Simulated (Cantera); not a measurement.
Iron carbonyl, mercury and lead vapours: HgO + H2

Charge: 1 mol HgO, 6.6 mol H2, held at 998.15 K and 0.380 bar.

These are equilibrium values from Cantera (NASA tables, ideal gas, pure condensed phases), not measurements of a reactor. Candidate condensed phases: H2O, Hg, HgO; 10 gas species. Equilibrium is a limit: real reactors are often held back by kinetics, nucleation or transport.

```json
{
  "x(H2)": "0.737",
  "x(H2O)": "0.132",
  "x(Hg)": "0.132",
  "gas_amount": "7.600 mol",
  "log10 activity of Hg(l) (absent)": "-3.08"
}
```
